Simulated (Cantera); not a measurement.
Cantera run:

```python
import numpy as np
import cantera as ct

gas_names = """
    F F2 N NF NF2 NF3 N2 Si SiF SiF2 SiF3 SiF4 SiN Si2 Si2N Si3
""".split()
cond_names = """
    Si(cr) Si(L) Si3N4(a)
""".split()


# ... load() reads the species with a 1 bar reference pressure and builds the phases ...
atoms = {
    'Si': {'Si': 1},
    'F2': {'F': 2},
    'N2': {'N': 2},
}
top_T = {'Si3N4(a)': 2400}  # K; cautious upper limits of use, not melting points


# ... equilibrate(T, P, feed) seeds the gas with the atoms and calls Mixture.equilibrate('TP', solver="vcs", rtol=1e-11, max_steps=5000) ...
results = []
P = 4.9  # Pa
for T in [898, 948, 998, 1048, 1098, 1148, 1198, 1248, 1298, 1348, 1398, 1448, 1498]:
    for m in [0.55, 0.83, 1.1, 1.4, 1.7, 2, 2.2]:
        feed = {'Si': 1, 'F2': m, 'N2': 0.69}  # mol
        mix = equilibrate(T, P, feed)
        results.append((T, P, feed, dict(zip(mix.species_names, mix.species_moles))))

for T, P, feed, n in results:
    print(f"{T:7g} {feed['F2']:10.4g}  " + (" + ".join(c for c in cond_names if n.get(c, 0) > 1e-12) or "gas only"))
```

It prints:

```
    898       0.55  Si3N4(a)
    898       0.83  Si3N4(a)
    898        1.1  Si3N4(a)
    898        1.4  Si3N4(a)
    898        1.7  Si3N4(a)
    898          2  gas only
    898        2.2  gas only
    948       0.55  Si3N4(a)
    948       0.83  Si3N4(a)
    948        1.1  Si3N4(a)
    948        1.4  Si3N4(a)
    948        1.7  Si3N4(a)
    948          2  gas only
    948        2.2  gas only
    998       0.55  Si3N4(a)
    998       0.83  Si3N4(a)
    998        1.1  Si3N4(a)
    998        1.4  Si3N4(a)
    998        1.7  Si3N4(a)
    998          2  gas only
    998        2.2  gas only
   1048       0.55  Si3N4(a)
   1048       0.83  Si3N4(a)
   1048        1.1  Si3N4(a)
   1048        1.4  Si3N4(a)
   1048        1.7  Si3N4(a)
   1048          2  gas only
   1048        2.2  gas only
   1098       0.55  Si3N4(a)
   1098       0.83  Si3N4(a)
   1098        1.1  Si3N4(a)
   1098        1.4  Si3N4(a)
   1098        1.7  Si3N4(a)
   1098          2  gas only
   1098        2.2  gas only
   1148       0.55  Si3N4(a)
   1148       0.83  Si3N4(a)
   1148        1.1  Si3N4(a)
   1148        1.4  Si3N4(a)
   1148        1.7  Si3N4(a)
   1148          2  gas only
   1148        2.2  gas only
   1198       0.55  Si3N4(a)
   1198       0.83  Si3N4(a)
   1198        1.1  Si3N4(a)
   1198        1.4  Si3N4(a)
   1198        1.7  Si3N4(a)
   1198          2  gas only
   1198        2.2  gas only
   1248       0.55  Si3N4(a)
   1248       0.83  Si3N4(a)
   1248        1.1  Si3N4(a)
   1248        1.4  Si3N4(a)
   1248        1.7  Si3N4(a)
   1248          2  gas only
   1248        2.2  gas only
   1298       0.55  Si3N4(a)
   1298       0.83  Si3N4(a)
   1298        1.1  Si3N4(a)
   1298        1.4  Si3N4(a)
   1298        1.7  Si3N4(a)
   1298          2  gas only
   1298        2.2  gas only
   1348       0.55  Si3N4(a)
   1348       0.83  Si3N4(a)
   1348        1.1  Si3N4(a)
   1348        1.4  Si3N4(a)
   1348        1.7  Si3N4(a)
   1348          2  gas only
   1348        2.2  gas only
   1398       0.55  Si3N4(a)
   1398       0.83  Si3N4(a)
   1398        1.1  Si3N4(a)
   1398        1.4  Si3N4(a)
   1398        1.7  Si3N4(a)
   1398          2  gas only
   1398        2.2  gas only
   1448       0.55  Si3N4(a)
   1448       0.83  Si3N4(a)
   1448        1.1  Si3N4(a)
   1448        1.4  Si3N4(a)
   1448        1.7  gas only
   1448          2  gas only
   1448        2.2  gas only
   1498       0.55  Si(cr)
   1498       0.83  Si(cr)
   1498        1.1  Si(cr)
   1498        1.4  Si(cr)
   1498        1.7  gas only
   1498          2  gas only
   1498        2.2  gas only
```

Cantera equilibrium calculation (NASA polynomials, part measured and part estimated; ideal gas, pure solids and liquids). N2 is the only nitrogen source here; it is nearly inert below about 1500 K, so the nitride shown seldom forms there in practice. The tables' values for SiF2, SiF3 are old estimates.
